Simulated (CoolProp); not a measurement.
A Linde-Hampson liquefier for nitrogen: isothermal reversible compression at 300 K from 1 atm to 40 MPa, throttling to 1 atm, return gas leaving the recuperator 10 K below the feed. Each further row changes one setting.

Values from CoolProp's reference Helmholtz-energy equation of state, Span 2000.

| case | liquid yield per pass | compression work (kJ/kg of gas) |
|---|---|---|
| as stated | 0.070 | 542 |
| high pressure 80 MPa | 0.031 | 632 |
| warm-end temperature 330 K | 0.045 | 599 |
| warm-end gap 15 K | 0.058 | 542 |
